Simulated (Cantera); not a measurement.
**Equilibrium for carbon deposition, reforming and gasification: C₃H₈ + CO₂ + N₂ + H₂O**

Charge: 1 mol C₃H₈, 0.36 mol CO₂, 2.6 mol N₂, 1.5 mol H₂O, held at 1000 Pa.

Equilibrium computed with Cantera from the NASA thermochemical tables; the gas is ideal and each condensed phase is pure. Candidate condensed phases: C, C₆H₆, C₇H₈, C₈H₁₈, H₂O; 136 gas species. Rates play no part.

| T (°C) | x H₂ | x N₂ | x H | x CO | x H₂O | x CO₂ | x CH₄ | x HCN | n C(graphite) |
|---|---|---|---|---|---|---|---|---|---|
| 377 | 0.431 | 0.313 | <1e-12 | 0.0123 | 0.135 | 0.0600 | 0.0483 | 3.29e-10 | 2.36 |
| 577 | 0.531 | 0.256 | 1.49e-10 | 0.195 | 0.00731 | 0.00820 | 0.00176 | 1.13e-7 | 1.28 |
| 777 | 0.533 | 0.252 | 5.92e-8 | 0.215 | 0.000208 | 9.86e-5 | 0.000162 | 4.08e-6 | 1.14 |
| 977 | 0.533 | 0.252 | 3.53e-6 | 0.215 | 1.73e-5 | 4.45e-6 | 3.12e-5 | 4.65e-5 | 1.14 |
| 1177 | 0.533 | 0.252 | 6.90e-5 | 0.215 | 2.86e-6 | 4.85e-7 | 9.37e-6 | 0.000269 | 1.14 |
| 1377 | 0.532 | 0.251 | 0.000663 | 0.215 | 7.36e-7 | 9.26e-8 | 3.76e-6 | 0.00101 | 1.13 |
| 1577 | 0.528 | 0.250 | 0.00392 | 0.215 | 2.54e-7 | 2.57e-8 | 1.83e-6 | 0.00283 | 1.11 |
| 1777 | 0.517 | 0.246 | 0.0163 | 0.213 | 1.06e-7 | 9.22e-9 | 9.95e-7 | 0.00637 | 1.06 |
| 1977 | 0.485 | 0.239 | 0.0517 | 0.210 | 4.94e-8 | 3.92e-9 | 5.57e-7 | 0.0120 | 0.967 |
| 2177 | 0.419 | 0.225 | 0.130 | 0.201 | 2.32e-8 | 1.84e-9 | 2.86e-7 | 0.0191 | 0.818 |
| 2377 | 0.311 | 0.203 | 0.261 | 0.187 | 9.95e-9 | 9.05e-10 | 1.16e-7 | 0.0254 | 0.600 |
x: gas mole fraction; n: condensed amount in mol.

From 377 °C to 2377 °C the condensed part is C(graphite). The main C-bearing gas is CO₂ at 377 °C and CO at 2377 °C. The share of C in condensed phases is highest at 377 °C (70.2 %) and lowest at 2377 °C (17.9 %).
